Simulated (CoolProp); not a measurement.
Sulfur dioxide at several states: Z from the reference equation and from simpler models built on Tc = 430.6 K, pc = 78.87 bar, ω = 0.256; each cubic takes its own stable root.

Model: reference Helmholtz-energy equation of state, Gao 2016, in CoolProp.

| T (K) | p (bar) | phase | reference | van der Waals | Soave-Redlich-Kwong | Peng-Robinson |
|---|---|---|---|---|---|---|
| 302.8 | 135 | liquid | ___ | ___ | 0.2762 | 0.2448 |
| 396.1 | 10.6 | gas | 0.9343 | ___ | 0.9370 | ___ |
| 487.5 | 0.107 | gas | 0.9997 | 0.9997 | 0.9997 | 0.9997 |
| 505.4 | 11.3 | gas | ___ | ___ | ___ | 0.9675 |
| 252.1 | 4.8 | liquid | 0.009841 | 0.9339 | 0.01100 | ___ |
| 244.8 | 0.359 | gas | 0.9871 | 0.9950 | 0.9918 | 0.9915 |

Problem. Some entries are withheld; supply them.

Solution. 
- 302.8, reference: 0.2487
- 302.8, van der Waals: 0.4055
- 396.1, van der Waals: 0.9490
- 396.1, Peng-Robinson: 0.9315
- 505.4, reference: 0.9716
- 505.4, van der Waals: 0.9708
- 505.4, Soave-Redlich-Kwong: 0.9721
- 252.1, Peng-Robinson: 0.009754

At some of these states van der Waals gives the other phase, because its saturation line lies elsewhere.
